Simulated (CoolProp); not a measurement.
Vapour-liquid equilibrium of carbon dioxide (1) + propylene (2) at -47.65 °C; x and y are mole fractions of (1).

The numbers come from the multi-fluid Helmholtz-energy mixture model, Span 1996 and Lemmon 2013; pair parameters Bell 2016 in CoolProp.

```csv
x,"bubble pressure, mixture model (kPa)","bubble pressure, Raoult's law (kPa)","y, mixture model","y, Raoult's law"
0.05,167.8,133.6,0.414,0.281
0.125,258.6,182.3,0.638,0.514
0.2,337.1,230.9,0.737,0.649
0.275,403.5,279.6,0.792,0.738
0.35,458.9,328.2,0.828,0.800
0.425,504.9,376.9,0.853,0.846
0.5,543.6,425.5,0.872,0.881
0.575,577.1,474.2,0.888,0.909
0.65,607.5,522.8,0.903,0.932
0.725,636.4,571.5,0.918,0.951
0.8,665.3,620.1,0.935,0.967
0.875,695.4,668.8,0.954,0.981
0.95,727.5,717.4,0.979,0.993
```

The largest gap from Raoult's law is +46.0 % in bubble pressure, at x = 0.2. No azeotrope shows between x = 0.05 and 0.95.

Pair parameters are fitted to limited data, so mixtures are less certain than the pure fluids.
